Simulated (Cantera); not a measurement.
Input: 1 mol Fe, 0.024 mol CO₂, 37 mol CO, held at 1798 K and 5630 Torr.

These are equilibrium values from Cantera (NASA tables, ideal gas, pure condensed phases), not measurements of a reactor. Candidate condensed phases: C, Fe, Fe(CO)₅, FeO, Fe₂O₃, Fe₃O₄; 15 gas species. Kinetics and transport are ignored.

Base state: CO 0.999, CO₂ 0.000648 (mole fractions); condensed: Fe(δ).

What changes in the equilibrium state with this change: temperature from 1798 K to 1300 K?


```json
[
 {"species": "CO", "before": "0.999", "after": "0.964"},
 {"species": "CO₂", "before": "0.000648", "after": "0.0360"},
 {"species": "Fe(δ), mol", "before": "1.000", "after": "0"},
 {"species": "C(graphite), mol", "before": "0", "after": "1.26"},
 {"species": "Fe(γ), mol", "before": "0", "after": "1.00"}
]
```
Condensed phases not in the tables: cementite and carbon dissolved in iron.
